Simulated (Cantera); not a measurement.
Input: 1 mol CH3Cl, 0.019 mol HCl, 5.7 mol H2, equilibrated at 0.00825 Torr.

Equilibrium computed with Cantera from the NASA thermochemical tables; the gas is ideal and each condensed phase is pure. Candidate condensed phases: C, C6H6, C7H8, C8H18; 91 gas species. Kinetics and transport are ignored.

x: gas mole fraction; n: condensed amount in mol.

```csv
T (K),x H,x H2,x HCl,x Cl,x C,x C3,n C(graphite)
1923,0.230,0.655,0.0912,0.0241,4.93e-7,3.50e-7,0.995
2123,0.601,0.309,0.0366,0.0523,3.36e-5,4.36e-5,0.986
2323,0.857,0.0681,0.00705,0.0637,0.00110,0.00232,0.863
2523,0.893,0.0114,0.00115,0.0637,0.0128,0.0152,0
2723,0.886,?,?,0.0627,?,?,0
2923,0.878,?,?,0.0621,0.0585,?,0
3123,0.877,0.000164,1.72e-5,0.0620,0.0605,7.74e-6,0
```

**Question.** Fill in the missing entries.

**Answer.** 
- 2923, x H2: 0.000552
- 2923, x HCl: 5.70e-5
- 2923, x C3: 0.000238
- 2723, x H2: 0.00225
- 2723, x HCl: 0.000229
- 2723, x C: 0.0415
- 2723, x C3: 0.00483
